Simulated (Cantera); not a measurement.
What does this Cantera script print?

```python
import numpy as np
import cantera as ct

gas_names = """
    H2S H H2
""".split()
cond_names = """
    Ni(cr) Ni(L) NiS2(s) NiS2(L) Ni3S4(s)
""".split()


# ... load() reads the species with a 1 bar reference pressure and builds the phases ...
species = {s.name: s for s in load("nasa_gas.yaml", gas_names) + load("nasa_condensed.yaml", cond_names)}
# Each term lists the table entries of one substance; the one whose range holds T is used.
reactions = {
    'Ni + 2 H2S(g) = 4 H(g) + NiS2':
        [(-1, ['Ni(cr)', 'Ni(L)']), (-2, ['H2S']), (4, ['H']), (1, ['NiS2(s)', 'NiS2(L)'])],
    'Ni3S4 + 4 H2(g) = 4 H2S(g) + 3 Ni':
        [(-1, ['Ni3S4(s)']), (-4, ['H2']), (4, ['H2S']), (3, ['Ni(cr)', 'Ni(L)'])],
}


def pick(names, T):
    return next(species[n] for n in names if species[n].thermo.min_temp <= T <= species[n].thermo.max_temp)


results = []
for label, terms in reactions.items():
    print(label)
    print("     T/K   dH/kJ  dS/(J/K)   dG/kJ   log10 K")
    for T in [350, 400, 450, 500, 550]:
        used = [(nu, pick(names, T)) for nu, names in terms]
        dH = sum(nu * s.thermo.h(T) for nu, s in used) / 1e6
        dS = sum(nu * s.thermo.s(T) for nu, s in used) / 1e3
        dG = dH - T * dS / 1e3
        logK = -dG * 1e6 / (ct.gas_constant * T * np.log(10))
        results.append((label, T, dH, dS, dG, logK, [s.name for _, s in used]))
        print(f"{T:8g} {dH:8.1f} {dS:8.1f} {dG:8.1f} {logK:8.2f}")
```

Output:

```
Ni + 2 H2S(g) = 4 H(g) + NiS2
     T/K   dH/kJ  dS/(J/K)   dG/kJ   log10 K
     350    784.6     98.8    750.1  -111.94
     400    787.5    106.4    744.9   -97.28
     450    790.3    112.9    739.4   -85.83
     500    792.9    118.6    733.7   -76.64
     550    795.5    123.5    727.6   -69.10
Ni3S4 + 4 H2(g) = 4 H2S(g) + 3 Ni
     T/K   dH/kJ  dS/(J/K)   dG/kJ   log10 K
     350    215.7    192.9    148.2   -22.11
     400    212.3    183.9    138.8   -18.12
     450    208.9    175.8    129.8   -15.06
     500    205.4    168.4    121.2   -12.66
     550    201.9    161.7    112.9   -10.72
```

Cantera with NASA thermochemical tables; ideal gases at 1 bar, condensed phases pure. Condensed species are held in their standard states even where they would react or evaporate.
